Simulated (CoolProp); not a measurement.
Methanol along the isotherm 545.9 K: Z from the reference equation and from simpler models built on Tc = 513.4 K, pc = 8216 kPa, ω = 0.565; each cubic takes its own stable root.

Computed with CoolProp (reference Helmholtz-energy equation of state, de Reuck 1993).

```
p (kPa)          phase   reference  Soave-Redlich-Kwong  Peng-Robinson
-------  -------------  ----------  -------------------  -------------
65                 gas      0.9981               0.9979         0.9976
123                gas      0.9964               0.9960         0.9955
233                gas      0.9931               0.9924         0.9914
443                gas      0.9867               0.9855         0.9836
839                gas  (withheld)           (withheld)         0.9688
1590               gas      0.9495               0.9470         0.9402
3010               gas      0.8978               0.8970         0.8844
5720               gas      0.7853               0.7919     (withheld)
10800    supercritical      0.4964               0.5421         0.5115
20500    supercritical      0.3180               0.4719         0.4309
```

Task: Complete the blanks.

Result: 
- 839, reference: 0.9743
- 839, Soave-Redlich-Kwong: 0.9724
- 5720, Peng-Robinson: 0.7696
